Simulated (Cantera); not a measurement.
Thermodynamics of silicon etching in halogen gases, feed Si + Cl2 + H2

A closed system holds: 1 mol Si, 4.9 mol Cl2, 84 mol H2, at 998.15 K and 0.0233 Torr.

These are equilibrium values from Cantera (NASA tables, ideal gas, pure condensed phases), not measurements of a reactor. Candidate condensed phases: Si; 19 gas species. The tables' values for SiCl3 are old estimates; treat these amounts as uncertain. The numbers say what is thermodynamically allowed, not how fast it happens.

```yaml
x(H2): 0.910
x(HCl): 0.0791
x(SiCl2): 0.00615
x(SiCl4): 0.00386
x(SiCl3): 0.000984
x(SiHCl3): 0.000308
x(SiH2Cl2): 2.64e-6
gas_amount: 88.49 mol
log10 activity of Si(s) (absent): -0.28
```
